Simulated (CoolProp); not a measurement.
Vapour-liquid equilibrium of carbon dioxide (1) + propane (2) at 235 K; x and y are mole fractions of (1).

Values from CoolProp's multi-fluid Helmholtz-energy mixture model, Span 1996 and Lemmon 2009; pair parameters Kunz 2012.

```tsv
x	bubble pressure, mixture model (MPa)	bubble pressure, Raoult's law (MPa)	y, mixture model	y, Raoult's law
0.05	0.2202	0.1680	?	0.320
0.15	0.4185	0.2634	0.733	0.612
0.25	0.5906	0.3589	?	0.749
0.35	0.7216	0.4543	?	0.828
0.45	0.8122	0.5498	0.886	0.880
0.55	?	0.6452	?	0.916
0.65	0.9172	0.7406	?	0.943
0.75	0.9569	0.8361	0.924	0.964
0.85	1.000	0.9315	?	0.981
0.95	1.049	1.027	?	0.994
```

Q: Complete the blanks.

A: 
- 0.05, y, mixture model: 0.465
- 0.25, y, mixture model: 0.822
- 0.35, y, mixture model: 0.863
- 0.55, bubble pressure, mixture model (MPa): 0.8729
- 0.55, y, mixture model: 0.900
- 0.65, y, mixture model: 0.912
- 0.85, y, mixture model: 0.942
- 0.95, y, mixture model: 0.974

The largest gap from Raoult's law is +64.6 % in bubble pressure, at x = 0.25. No azeotrope shows between x = 0.05 and 0.95.

The pair parameters rest on a limited set of measurements; away from them the model extrapolates. With so large a gap from Raoult's law the liquid may split in two, which this calculation doesn't test in full.
